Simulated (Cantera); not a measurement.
Feed: 1 mol Fe(CO)₅, 0.014 mol O₂, 0.1 mol H₂, held at 4500 Torr.

These are equilibrium values from Cantera (NASA tables, ideal gas, pure condensed phases), not measurements of a reactor. Candidate condensed phases: C, C₆H₆, C₇H₈, C₈H₁₈, Fe, Fe(CO)₅, FeO, Fe(OH)₂, Fe(OH)₃, Fe₂O₃, Fe₃O₄, H₂O; 114 gas species. The tables' stoichiometric FeO is somewhat more stable than real wüstite, so its field is too wide. FeO: taken at fixed stoichiometry. Condensed phases not in the tables: cementite and carbon dissolved in iron. Rates play no part.

log p: log10 of the partial pressure in bar; n: condensed amount in mol.

```csv
T (°C),log p CO,log p CO₂,log p H₂O,log p H₂,log p CH₄,log p H,n C(graphite),n Fe₃O₄(s),n FeO(s),n Fe(γ),n Fe(δ)
500,-0.82,0.74,-0.57,-1.43,-2.53,<-11,3.17,0.333,0,0,0
650,0.08,0.66,-0.78,-1.05,-2.73,(withheld),2.79,0,1.00,0,0
800,0.58,0.31,-1.19,-0.89,-3.11,(withheld),2.04,0,1.00,0,0
950,0.74,-0.39,-1.91,-0.95,-3.77,(withheld),0.310,0,0,1.00,0
1100,0.76,-1.12,-2.50,-0.94,-4.17,(withheld),0.0392,0,0,1.00,0
1250,0.77,-1.50,-2.78,-0.94,-4.74,(withheld),0,0,0,1.00,0
1400,0.77,-1.51,-2.69,-0.94,-5.52,(withheld),0,0,0,0,1.000
```

### Question
What belongs in the gaps?

### Answer

- 650, log p H: -10.14
- 800, log p H: -8.30
- 950, log p H: -7.00
- 1100, log p H: -5.95
- 1250, log p H: -5.10
- 1400, log p H: -4.41
